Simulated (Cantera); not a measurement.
Input (Python, Cantera) and output of one run.

```python
import numpy as np
import cantera as ct

gas_names = """
    CL CL2 H HCL H2 N NH NH2 NH3 N2 N2H2 N2H4 Si SiCL SiCL2 SiCL3 SiCL4 SiH SiHCL3 SiH2 SiH2CL2 SiH3
    SiH3CL SiH4 SiN Si2 Si2N Si3
""".split()
cond_names = """
    NH4CL(a) NH4CL(b) Si(cr) Si(L) Si3N4(a)
""".split()


# ... load() reads the species with a 1 bar reference pressure and builds the phases ...
atoms = {
    'SiCl4': {'Si': 1, 'CL': 4},
    'NH3': {'N': 1, 'H': 3},
    'H2': {'H': 2},
}
top_T = {'Si3N4(a)': 2400}  # K; cautious upper limits of use, not melting points


# ... equilibrate(T, P, feed) seeds the gas with the atoms and calls Mixture.equilibrate('TP', solver="vcs", rtol=1e-11, max_steps=5000) ...
results = []
feed = {'SiCl4': 1, 'NH3': 4.5, 'H2': 0.1}  # mol
P = 5.9  # Pa
for T in [873, 973, 1073, 1173, 1273, 1373, 1473, 1573, 1673, 1773, 1873, 1973, 2073, 2173]:
    mix = equilibrate(T, P, feed)
    results.append((T, P, feed, dict(zip(mix.species_names, mix.species_moles))))
    x = sorted(zip(gas.X, gas.species_names), reverse=True)
    print(f"T = {T:g} K  P = {P:g} Pa  gas = {mix.phase_moles(0):.4g} mol")
    print("   x: " + "  ".join(f"{s} {v:.3e}" for v, s in x if v > 1e-05))
    print("   condensed (mol): " + ("  ".join(f"{mix.phase(i).name} {mix.phase_moles(i):.4g}"
          for i in range(1, mix.n_phases) if mix.phase_moles(i) > 1e-12) or "none"))
```

Result:

```
T = 873 K  P = 5.9 Pa  gas = 10.41 mol
   x: H2 4.768e-01  HCL 3.619e-01  N2 1.557e-01  SiCL4 5.527e-03  SiHCL3 1.559e-05
   condensed (mol): Si3N4(a) 0.3141
T = 973 K  P = 5.9 Pa  gas = 10.42 mol
   x: H2 4.731e-01  HCL 3.685e-01  N2 1.545e-01  SiCL4 3.746e-03  SiCL3 6.226e-05  SiCL2 2.968e-05  SiHCL3 2.702e-05
   condensed (mol): Si3N4(a) 0.3199
T = 1073 K  P = 5.9 Pa  gas = 10.43 mol
   x: H2 4.715e-01  HCL 3.706e-01  N2 1.542e-01  SiCL4 2.637e-03  SiCL2 6.402e-04  SiCL3 3.248e-04  SiHCL3 4.110e-05
   condensed (mol): Si3N4(a) 0.3207
T = 1173 K  P = 5.9 Pa  gas = 10.48 mol
   x: H2 4.750e-01  HCL 3.572e-01  N2 1.578e-01  SiCL2 7.275e-03  SiCL4 1.620e-03  SiCL3 1.093e-03  SiHCL3 5.021e-05  H 1.058e-05
   condensed (mol): Si3N4(a) 0.2983
T = 1273 K  P = 5.9 Pa  gas = 10.7 mol
   x: H2 4.937e-01  HCL 2.931e-01  N2 1.740e-01  SiCL2 3.685e-02  SiCL3 1.664e-03  SiCL4 4.925e-04  H 6.523e-05  SiHCL3 3.316e-05  CL 3.290e-05
   condensed (mol): Si3N4(a) 0.1941
T = 1373 K  P = 5.9 Pa  gas = 11.05 mol
   x: H2 5.236e-01  N2 1.994e-01  HCL 1.924e-01  SiCL2 8.307e-02  SiCL3 1.035e-03  H 3.137e-04  CL 9.550e-05  SiCL4 5.968e-05  SiCL 1.304e-05  SiHCL3 1.027e-05
   condensed (mol): Si3N4(a) 0.02325
T = 1473 K  P = 5.9 Pa  gas = 11.11 mol
   x: H2 5.265e-01  N2 2.026e-01  HCL 1.794e-01  SiCL2 8.940e-02  H 1.195e-03  SiCL3 5.048e-04  CL 3.300e-04  SiCL 7.561e-05  Si 4.317e-05
   condensed (mol): none
T = 1573 K  P = 5.9 Pa  gas = 11.13 mol
   x: H2 5.237e-01  N2 2.021e-01  HCL 1.795e-01  SiCL2 8.885e-02  H 3.831e-03  CL 1.043e-03  Si 3.976e-04  SiCL 3.055e-04  SiCL3 2.696e-04
   condensed (mol): none
T = 1673 K  P = 5.9 Pa  gas = 11.21 mol
   x: H2 5.149e-01  N2 2.007e-01  HCL 1.816e-01  SiCL2 8.539e-02  H 1.064e-02  CL 2.931e-03  Si 2.618e-03  SiCL 9.906e-04  SiCL3 1.531e-04  SiH 2.439e-05
   condensed (mol): none
T = 1773 K  P = 5.9 Pa  gas = 11.43 mol
   x: H2 4.902e-01  N2 1.968e-01  HCL 1.918e-01  SiCL2 7.381e-02  H 2.593e-02  Si 1.105e-02  CL 7.798e-03  SiCL 2.368e-03  SiCL3 8.845e-05  SiH 7.336e-05  Si2 1.881e-05  SiN 1.808e-05
   condensed (mol): none
T = 1873 K  P = 5.9 Pa  gas = 11.91 mol
   x: H2 4.428e-01  HCL 2.085e-01  N2 1.889e-01  H 5.592e-02  SiCL2 5.169e-02  Si 2.809e-02  CL 1.994e-02  SiCL 3.859e-03  SiH 1.338e-04  SiCL3 4.617e-05  Si2 3.940e-05  SiN 3.375e-05
   condensed (mol): none
T = 1973 K  P = 5.9 Pa  gas = 12.71 mol
   x: H2 3.786e-01  HCL 2.124e-01  N2 1.770e-01  H 1.081e-01  Si 4.775e-02  CL 4.532e-02  SiCL2 2.631e-02  SiCL 4.294e-03  SiH 1.632e-04  SiN 4.288e-05  Si2 4.137e-05  SiCL3 1.765e-05
   condensed (mol): none
T = 2073 K  P = 5.9 Pa  gas = 13.85 mol
   x: H2 3.074e-01  H 1.898e-01  HCL 1.842e-01  N2 1.624e-01  CL 8.398e-02  Si 6.005e-02  SiCL2 8.649e-03  SiCL 3.244e-03  SiH 1.471e-04  SiN 4.091e-05  Si2 2.620e-05
   condensed (mol): none
T = 2173 K  P = 5.9 Pa  gas = 15.32 mol
   x: H 3.018e-01  H2 2.307e-01  N2 1.468e-01  HCL 1.307e-01  CL 1.248e-01  Si 6.144e-02  SiCL2 1.882e-03  SiCL 1.771e-03  SiH 1.058e-04  SiN 3.221e-05  Si2 1.195e-05
   condensed (mol): none
```

Cantera equilibrium calculation (NASA polynomials, part measured and part estimated; ideal gas, pure solids and liquids). The tables' values for SiCl, SiCl3, SiN are old estimates; treat these amounts as uncertain.
